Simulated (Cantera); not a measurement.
An isothermal, constant-pressure homogeneous reactor starts with 0.383 % H₂, 25.5 % O₂, 74.1 % N₂, at 1323 K and 10.00 Torr.

Model: the H2/O2 subset of GRI-Mech 3.0, which has no nitrogen chemistry, integrated in Cantera. Radical loss at walls, strong at low pressure, is not modelled.

One state of this run: x H₂ = 2.83e-8; x O₂ = 0.254; x OH = 1.50e-5; x HO₂ = 3.54e-9; x O = 3.84e-6. x: mole fraction; the columns are a selection and need not sum to one.

### Question
Which value of t (s) does it belong to?
(A) 0.000457
(B) 60.0
(C) 0.0232
(D) 8.42

### Answer
B, 60.0
